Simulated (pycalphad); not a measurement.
## Phase fractions of Al-7.188Si-0.6472Mg (wt.%)

All values are pycalphad results on the COST 507 light-alloy database (1999) (1 atm), not direct measurements. These are 1990s assessments: newer ones move some temperatures and phases. Amounts are mole fractions of atoms. Diffusion is slow at the low end, where real alloys seldom reach equilibrium.

```json
[
 {"T (°C)": "627", "LIQUID": "1.000", "FCC_A1": "-", "DIAMOND_A4": "-", "MG2SI": "-"},
 {"T (°C)": "577", "LIQUID": "0.537", "FCC_A1": "0.463", "DIAMOND_A4": "-", "MG2SI": "-"},
 {"T (°C)": "527", "LIQUID": "-", "FCC_A1": "0.938", "DIAMOND_A4": "0.059", "MG2SI": "0.003"},
 {"T (°C)": "477", "LIQUID": "-", "FCC_A1": "0.933", "DIAMOND_A4": "0.062", "MG2SI": "0.006"},
 {"T (°C)": "427", "LIQUID": "-", "FCC_A1": "0.929", "DIAMOND_A4": "0.063", "MG2SI": "0.008"},
 {"T (°C)": "377", "LIQUID": "-", "FCC_A1": "0.926", "DIAMOND_A4": "0.064", "MG2SI": "0.009"},
 {"T (°C)": "327", "LIQUID": "-", "FCC_A1": "0.925", "DIAMOND_A4": "0.065", "MG2SI": "0.010"},
 {"T (°C)": "277", "LIQUID": "-", "FCC_A1": "0.924", "DIAMOND_A4": "0.065", "MG2SI": "0.010"},
 {"T (°C)": "227", "LIQUID": "-", "FCC_A1": "0.924", "DIAMOND_A4": "0.066", "MG2SI": "0.011"},
 {"T (°C)": "177", "LIQUID": "-", "FCC_A1": "0.924", "DIAMOND_A4": "0.066", "MG2SI": "0.011"},
 {"T (°C)": "127", "LIQUID": "-", "FCC_A1": "0.924", "DIAMOND_A4": "0.066", "MG2SI": "0.011"},
 {"T (°C)": "77", "LIQUID": "-", "FCC_A1": "0.924", "DIAMOND_A4": "0.066", "MG2SI": "0.011"}
]
```

Database names, with the compositions (at.%) that they take in these runs: MG2SI: Mg 67 Si 33. FCC_A1 is fcc; DIAMOND_A4 is diamond (Si).
